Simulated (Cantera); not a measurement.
A closed system holds: 1 mol B2O3, 8.2 mol H2O, 18 mol H2, equilibrated at 1150 K and 2300 Pa.

Cantera equilibrium calculation (NASA polynomials, part measured and part estimated; ideal gas, pure solids and liquids). Candidate condensed phases: B, B2O3, B3O3H3, H2O; 23 gas species. Gases not in the tables: H3BO3. The numbers say what is thermodynamically allowed, not how fast it happens.

Base state: H2 0.687, H2O 0.312, HBO2 0.00145, (HBO2)3 0.000374 (mole fractions); condensed: B2O3(l).

### Question
What changes in the equilibrium state with this change: temperature from 1150 K to 900 K?

### Answer
```json
[
 {"species": "H2", "before": "0.687", "after": "0.687"},
 {"species": "H2O", "before": "0.312", "after": "0.311"},
 {"species": "(HBO2)3", "before": "0.000374", "after": "0.00127"},
 {"species": "HBO2", "before": "0.00145", "after": "9.28e-6"},
 {"species": "B2O3(l), mol", "before": "0.966", "after": "0.950"}
]
```

### Question
What changes in the equilibrium state with this change: H2 from 18 to 1.7 mol?

### Answer
```json
[
 {"species": "H2O", "before": "0.312", "after": "0.824"},
 {"species": "H2", "before": "0.687", "after": "0.172"},
 {"species": "HBO2", "before": "0.00145", "after": "0.00236"},
 {"species": "(HBO2)3", "before": "0.000374", "after": "0.00161"},
 {"species": "B2O3(l), mol", "before": "0.966", "after": "0.964"}
]
```
